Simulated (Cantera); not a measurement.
Feed: 1 mol SiC, 0.03 mol H2O, 22 mol N2, equilibrated at 0.830 bar.

Method: chemical equilibrium by Gibbs-energy minimisation in Cantera with the NASA 1993 tables (ideal gas, pure condensed phases). Candidate condensed phases: C, C6H6, C7H8, C8H18, H2O, Si, SiC, SiO2, Si2N2O, Si3N4; 151 gas species. Mutual solubility and eutectic melting of coexisting phases are not modelled. Equilibrium is a limit: real reactors are often held back by kinetics, nucleation or transport. All values below are at 1648 K.

Base state: N2 0.997, H2 0.00135, CO 0.00105, HCN 0.000100 (mole fractions); condensed: C(graphite) + Si2N2O(s) + Si3N4(s).

Problem. What changes in the equilibrium state with this change: SiC replaced by Si?

Solution. 
```tsv
species	before	after
N2	0.997	0.999
H2	0.00135	0.00140
CO	0.00105	0
HCN	0.000100	0
C(graphite), mol	0.975	0
Si2N2O(s), mol	0.00743	0.0299
Si3N4(s), mol	0.328	0.313
```

Problem. What changes in the equilibrium state with this change: H2O from 0.03 to 2.9 mol?

Solution. 
```tsv
species	before	after
N2	0.997	0.849
H2	0.00135	0.112
CO	0.00105	0.0386
SiO	2.54e-6	0.000110
H2O	<1e-9	0.000102
CO2	<1e-9	1.10e-5
H	3.59e-6	3.27e-5
C(graphite), mol	0.975	0
Si2N2O(s), mol	0.00743	0.0332
Si3N4(s), mol	0.328	0
SiO2(β-quartz), mol	0	0.931
```
The tables hold silica as quartz up to 1696 K and as liquid above; real silica turns to tridymite and cristobalite and melts near 1996 K.
